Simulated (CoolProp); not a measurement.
Vapour pressure (kPa) of ethylene: the reference equation beside estimates from Tc = 9.2 °C, pc = 5042 kPa, ω = 0.087. Clausius-Clapeyron is anchored at -64.15 °C with a constant enthalpy of vaporisation of 11.64 kJ/mol.

Model: reference Helmholtz-energy equation of state, Smukala 2000, in CoolProp.

```json
[
 {"T (°C)": "-80.95", "reference": "326.3", "Clausius-Clapeyron": "360.7", "van der Waals": "875.1", "Redlich-Kwong": "346.7"},
 {"T (°C)": "-77.55", "reference": "?", "Clausius-Clapeyron": "409.4", "van der Waals": "958.2", "Redlich-Kwong": "403.6"},
 {"T (°C)": "-74.25", "reference": "435.3", "Clausius-Clapeyron": "461.0", "van der Waals": "1044", "Redlich-Kwong": "464.9"},
 {"T (°C)": "-70.85", "reference": "499.9", "Clausius-Clapeyron": "518.9", "van der Waals": "1137", "Redlich-Kwong": "534.9"},
 {"T (°C)": "-67.45", "reference": "571.4", "Clausius-Clapeyron": "?", "van der Waals": "?", "Redlich-Kwong": "612.1"},
 {"T (°C)": "-64.15", "reference": "647.8", "Clausius-Clapeyron": "647.8", "van der Waals": "1336", "Redlich-Kwong": "?"},
 {"T (°C)": "-60.75", "reference": "734.0", "Clausius-Clapeyron": "721.1", "van der Waals": "1445", "Redlich-Kwong": "787.0"},
 {"T (°C)": "-57.35", "reference": "828.3", "Clausius-Clapeyron": "800.0", "van der Waals": "1560", "Redlich-Kwong": "?"},
 {"T (°C)": "-54.05", "reference": "928.0", "Clausius-Clapeyron": "882.1", "van der Waals": "1676", "Redlich-Kwong": "994.3"},
 {"T (°C)": "-50.65", "reference": "1040", "Clausius-Clapeyron": "972.6", "van der Waals": "1802", "Redlich-Kwong": "1113"},
 {"T (°C)": "-47.25", "reference": "1161", "Clausius-Clapeyron": "1069", "van der Waals": "1934", "Redlich-Kwong": "1241"},
 {"T (°C)": "-43.95", "reference": "?", "Clausius-Clapeyron": "1169", "van der Waals": "2067", "Redlich-Kwong": "1374"},
 {"T (°C)": "-40.55", "reference": "1428", "Clausius-Clapeyron": "1278", "van der Waals": "2210", "Redlich-Kwong": "1522"},
 {"T (°C)": "-37.15", "reference": "1580", "Clausius-Clapeyron": "1394", "van der Waals": "2360", "Redlich-Kwong": "1680"},
 {"T (°C)": "-33.85", "reference": "1738", "Clausius-Clapeyron": "?", "van der Waals": "2511", "Redlich-Kwong": "1844"}
]
```

Complete the blanks.


- -77.55, reference: 378.7
- -67.45, Clausius-Clapeyron: 581.8
- -67.45, van der Waals: 1235
- -64.15, Redlich-Kwong: 694.4
- -57.35, Redlich-Kwong: 887.9
- -43.95, reference: 1287
- -33.85, Clausius-Clapeyron: 1513

Absolute difference from the reference over all 15 rows, mean and median: Clausius-Clapeyron 6.6 and 6.5 %, van der Waals 95.0 and 88.3 %, Redlich-Kwong 6.8 and 6.9 %.
